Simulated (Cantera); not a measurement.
Input: 1 mol Ti, 9.5 mol H2O, equilibrated at 1602 °C.

Method: chemical equilibrium by Gibbs-energy minimisation in Cantera with the NASA 1993 tables (ideal gas, pure condensed phases). Candidate condensed phases: H2O, Ti, TiO, TiO2, Ti2O3, Ti3O5, Ti4O7; 12 gas species. Gases not in the tables: TiO(OH)2. Equilibrium is a limit: real reactors are often held back by kinetics, nucleation or transport.

Task: At 1.00 bar, list the 4 most abundant gas species with their mole fractions, and the condensed phases.

Result: H2O 0.789, H2 0.210, H 0.000301, OH 8.79e-5. Condensed: TiO2(rutile).
